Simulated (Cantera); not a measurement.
Feed: 1 mol Si, 0.046 mol N2O, 81 mol N2, 0.083 mol CO2, equilibrated at 0.000360 bar.

These are equilibrium values from Cantera (NASA tables, ideal gas, pure condensed phases), not measurements of a reactor. Candidate condensed phases: C, Si, SiC, SiO2, Si2N2O, Si3N4; 34 gas species. Mutual solubility and eutectic melting of coexisting phases are not modelled. The tables' values for SiN are old estimates; treat these amounts as uncertain. Equilibrium is a limit: real reactors are often held back by kinetics, nucleation or transport.

log p: log10 of the partial pressure in bar; n: condensed amount in mol.

```csv
T (°C),log p N2,log p Si,log p SiO,log p CO,log p Si2C,n C(graphite),n Si2N2O(s),n Si3N4(s),n SiC(s),n Si(s),n Si(l)
875,-3.44,<-15,-12.56,-8.71,<-15,0.0826,0.212,0.192,0,0,0
950,-3.44,-14.02,-10.93,-7.97,<-15,0,0.210,0.167,0.0806,0,0
1025,-3.44,-12.31,-9.50,-7.59,<-15,0,0.206,0.170,0.0772,0,0
1100,-3.44,-10.79,-8.22,-7.25,-14.08,0,0.198,0.177,0.0703,0,0
1175,-3.44,(withheld),(withheld),(withheld),(withheld),0,(withheld),(withheld),(withheld),0,0
1250,-3.44,(withheld),(withheld),(withheld),(withheld),0,0,(withheld),(withheld),0,0
1325,-3.44,-7.09,-6.05,-7.34,-9.60,0,0,0.235,0.0727,0,0
1400,-3.45,-6.38,-6.05,-7.37,-8.67,0,0,0,0.0729,0.623,0
1475,-3.45,-5.84,-6.06,-7.19,-7.93,0,0,0,0.0656,0,0.383
1550,-3.45,-5.49,-6.12,-6.77,-7.41,0,0,0,0.0358,0,0
1625,-3.45,-5.43,-6.23,-6.46,-7.74,0,0,0,0,0,0
1700,-3.45,-5.42,-6.25,-6.44,-8.53,0,0,0,0,0,0
1775,-3.45,-5.42,-6.25,-6.44,-9.30,0,0,0,0,0,0
```

Q: Some entries are withheld; supply them.

A: 
- 1250, log p Si: -8.20
- 1250, log p SiO: -6.12
- 1250, log p CO: -6.74
- 1250, log p Si2C: -10.94
- 1250, n Si3N4(s): 0.262
- 1250, n SiC(s): 0.0418
- 1175, log p Si: -9.43
- 1175, log p SiO: -7.08
- 1175, log p CO: -6.94
- 1175, log p Si2C: -12.43
- 1175, n Si2N2O(s): 0.168
- 1175, n Si3N4(s): 0.196
- 1175, n SiC(s): 0.0575
